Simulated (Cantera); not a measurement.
Feed: 1 mol FeS, 4.6 mol O2, 1.7 mol N2, equilibrated at 700 K and 1.40 bar.

These are equilibrium values from Cantera (NASA tables, ideal gas, pure condensed phases), not measurements of a reactor. Kinetics and transport are ignored.

| species | before | after |
|---|---|---|
| N2 | 0.420 | 0.723 |
| SO2 | 5.82e-8 | 0.277 |
| S2 | <1e-9 | 4.20e-5 |
| O2 | 0.580 | <1e-9 |
| S2O | <1e-9 | 2.14e-5 |
| SO3 | 1.50e-5 | 1.45e-9 |
| Fe2O3(s), mol | 0.167 | 0 |
| Fe2(SO4)3(s), mol | 0.333 | 0 |
| FeS2(s), mol | 0 | 0.175 |
| Fe3O4(s), mol | 0 | 0.275 |
Gas species are given as mole fractions.

Task: What was changed between the two runs?
A. temperature from 700 K to 1773.15 K
B. temperature from 700 K to 1300 K
C. temperature from 700 K to 973.15 K
D. O2 from 4.6 to 1.2 mol

Result: D, O2 from 4.6 to 1.2 mol
